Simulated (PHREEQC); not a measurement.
# Brine: an equilibrium model

Make-up at 25 °C: 1.5 mol LiBr and 0.41 mol BaCl2 per kg of water. Closed to the air; pH follows from the charge balance.

Model: Pitzer model, pitzer.dat, run in PHREEQC.

No solid was allowed to form.

### Question
Predict the activity of water, density.

### Answer
activity of water 0.915; density 1.154 g/cm³.

Complexes and solids missing from the database can't appear.
